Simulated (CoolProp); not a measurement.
Ethylene along the isotherm -99.95 °C: Z from the reference equation and from simpler models built on Tc = 9.2 °C, pc = 5042 kPa, ω = 0.087; each cubic takes its own stable root.

Computed with CoolProp (reference Helmholtz-energy equation of state, Smukala 2000).

```csv
p (kPa),phase,reference
473,liquid,0.01638
945,liquid,0.03270
1420,liquid,0.04909
1890,liquid,0.06528
2360,liquid,0.08144
2840,liquid,0.09791
3310,liquid,0.1140
3780,liquid,0.1301
4250,liquid,0.1461
4730,liquid,0.1625
5200,liquid,0.1785
5670,liquid,0.1945
6140,liquid,0.2104
6620,liquid,0.2267
7090,liquid,0.2426
7560,liquid,0.2585
```

### Question
How far does each simpler model (van der Waals, Redlich-Kwong, Peng-Robinson) lie from the reference over these 16 states: mean and median of the absolute difference, and the worst?

### Answer
- van der Waals: mean 387.2 %, median 51.2 %, worst +5427.5 % at -99.95 °C and 473 kPa
- Redlich-Kwong: mean 3.7 %, median 3.7 %, worst +3.9 % at -99.95 °C and 473 kPa
- Peng-Robinson: mean 8.2 %, median 8.2 %, worst -8.3 % at -99.95 °C and 7560 kPa

At some of these states van der Waals gives the other phase, because its saturation line lies elsewhere.
